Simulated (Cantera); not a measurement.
A Cantera script and its output.

```python
import numpy as np
import cantera as ct

gas = ct.Solution("gri30.yaml")
gas.TPX = 448, 120000, {'CH4': 1, 'H2': 0.43, 'O2': 3.96, 'N2': 14.9}
inlet = ct.Reservoir(gas, clone=True)
gas.equilibrate("HP")  # start burning
reactor = ct.IdealGasConstPressureReactor(gas, energy="on", clone=False)
exhaust = ct.Reservoir(gas, clone=True)
tau = [0.21, 0.11, 0.053, 0.027, 0.013, 0.0066, 0.0033, 0.0016, 0.00082, 0.00041, 0.0002, 0.0001, 5.1e-05][0]
for a, b in ((inlet, reactor), (reactor, exhaust)):
    ct.MassFlowController(a, b, mdot=lambda t: reactor.mass / tau)
net = ct.ReactorNet([reactor])
show = ['CH4', 'H2', 'O2', 'H', 'CH2CO', 'C2H4', 'O']

rows = []
print(f"{'tau/s':>10s}{'T/K':>9s}" + "".join(f"{s:>11s}" for s in show))
for tau in [0.21, 0.11, 0.053, 0.027, 0.013, 0.0066, 0.0033, 0.0016, 0.00082, 0.00041, 0.0002, 0.0001, 5.1e-05]:
    net.initial_time = 0.0
    net.advance(30 * tau)
    before = gas.X
    net.advance(40 * tau)
    drift = np.max(np.abs(gas.X - before) / (gas.X + 1e-9))
    rows.append([gas.T, *gas[show].X, drift])
    print(f"{tau:10.3e}{gas.T:9.1f}" + "".join(f"{x:11.3e}" for x in gas[show].X))
```

Result:

```
     tau/s      T/K        CH4         H2         O2          H      CH2CO       C2H4          O
 2.100e-01   1724.3  6.381e-06  4.937e-05  8.678e-02  5.123e-06  4.689e-10  8.591e-10  6.660e-05
 1.100e-01   1722.6  9.720e-06  7.371e-05  8.678e-02  9.225e-06  9.200e-10  1.597e-09  9.814e-05
 5.300e-02   1719.8  1.549e-05  1.174e-04  8.679e-02  1.834e-05  1.857e-09  3.007e-09  1.546e-04
 2.700e-02   1715.9  2.374e-05  1.814e-04  8.682e-02  3.492e-05  3.401e-09  5.118e-09  2.365e-04
 1.300e-02   1709.6  3.771e-05  2.904e-04  8.691e-02  7.005e-05  6.321e-09  8.701e-09  3.743e-04
 6.600e-03   1700.8  5.816e-05  4.468e-04  8.708e-02  1.323e-04  1.099e-08  1.382e-08  5.677e-04
 3.300e-03   1687.5  9.155e-05  6.871e-04  8.741e-02  2.487e-04  1.924e-08  2.203e-08  8.537e-04
 1.600e-03   1666.7  1.505e-04  1.060e-03  8.805e-02  4.640e-04  3.534e-08  3.716e-08  1.265e-03
 8.200e-04   1638.2  2.484e-04  1.557e-03  8.915e-02  7.849e-04  6.589e-08  6.635e-08  1.733e-03
 4.100e-04   1594.4  4.538e-04  2.301e-03  9.129e-02  1.244e-03  1.443e-07  1.490e-07  2.199e-03
 2.000e-04   1519.6  1.069e-03  3.650e-03  9.632e-02  1.655e-03  4.885e-07  5.932e-07  2.219e-03
 1.000e-04    448.0  4.929e-02  2.119e-02  1.952e-01 -3.403e-25 -3.048e-19 -2.152e-18 -6.500e-24
 5.100e-05    448.0  4.929e-02  2.119e-02  1.952e-01  2.202e-27 -8.513e-23 -6.011e-22 -3.199e-27
```

Model: GRI-Mech 3.0 (53 species, 325 reactions), integrated in Cantera.
